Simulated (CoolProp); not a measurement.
C3F8 (R218) along the isotherm 208.3 K: Z from the reference equation and from simpler models built on Tc = 345.0 K, pc = 26.40 bar, ω = 0.317; each cubic takes its own stable root.

Computed with CoolProp (reference Helmholtz-energy equation of state, Lemmon 2006). It is a short technical equation, of lower accuracy than the large ones.

```json
[
 {"p (bar)": "14.3", "phase": "liquid", "reference": "0.09019", "van der Waals": "0.1443", "Redlich-Kwong": "0.09853", "Soave-Redlich-Kwong": "0.09492", "Peng-Robinson": "0.08419"},
 {"p (bar)": "28.6", "phase": "liquid", "reference": "0.1799", "van der Waals": "0.2852", "Redlich-Kwong": "0.1958", "Soave-Redlich-Kwong": "0.1890", "Peng-Robinson": "0.1678"},
 {"p (bar)": "42.9", "phase": "liquid", "reference": "0.2692", "van der Waals": "0.4235", "Redlich-Kwong": "0.2920", "Soave-Redlich-Kwong": "0.2824", "Peng-Robinson": "0.2508"},
 {"p (bar)": "57.1", "phase": "liquid", "reference": "0.3574", "van der Waals": "0.5586", "Redlich-Kwong": "0.3866", "Soave-Redlich-Kwong": "0.3745", "Peng-Robinson": "0.3328"},
 {"p (bar)": "71.4", "phase": "liquid", "reference": "0.4458", "van der Waals": "0.6929", "Redlich-Kwong": "0.4810", "Soave-Redlich-Kwong": "0.4667", "Peng-Robinson": "0.4149"},
 {"p (bar)": "85.7", "phase": "liquid", "reference": "0.5339", "van der Waals": "0.8256", "Redlich-Kwong": "0.5746", "Soave-Redlich-Kwong": "0.5582", "Peng-Robinson": "0.4966"},
 {"p (bar)": "100", "phase": "liquid", "reference": "0.6215", "van der Waals": "0.9570", "Redlich-Kwong": "0.6674", "Soave-Redlich-Kwong": "0.6493", "Peng-Robinson": "0.5779"},
 {"p (bar)": "114", "phase": "liquid", "reference": "0.7070", "van der Waals": "1.084", "Redlich-Kwong": "0.7577", "Soave-Redlich-Kwong": "0.7379", "Peng-Robinson": "0.6570"},
 {"p (bar)": "129", "phase": "liquid", "reference": "0.7982", "van der Waals": "1.220", "Redlich-Kwong": "0.8537", "Soave-Redlich-Kwong": "0.8324", "Peng-Robinson": "0.7415"},
 {"p (bar)": "143", "phase": "liquid", "reference": "0.8830", "van der Waals": "1.345", "Redlich-Kwong": "0.9428", "Soave-Redlich-Kwong": "0.9202", "Peng-Robinson": "0.8200"},
 {"p (bar)": "157", "phase": "liquid", "reference": "0.9675", "van der Waals": "1.470", "Redlich-Kwong": "1.031", "Soave-Redlich-Kwong": "1.008", "Peng-Robinson": "0.8982"},
 {"p (bar)": "171", "phase": "liquid", "reference": "1.052", "van der Waals": "1.594", "Redlich-Kwong": "1.120", "Soave-Redlich-Kwong": "1.095", "Peng-Robinson": "0.9761"},
 {"p (bar)": "186", "phase": "liquid", "reference": "1.142", "van der Waals": "1.726", "Redlich-Kwong": "1.213", "Soave-Redlich-Kwong": "1.187", "Peng-Robinson": "1.059"},
 {"p (bar)": "200", "phase": "liquid", "reference": "1.225", "van der Waals": "1.849", "Redlich-Kwong": "1.301", "Soave-Redlich-Kwong": "1.274", "Peng-Robinson": "1.137"}
]
```
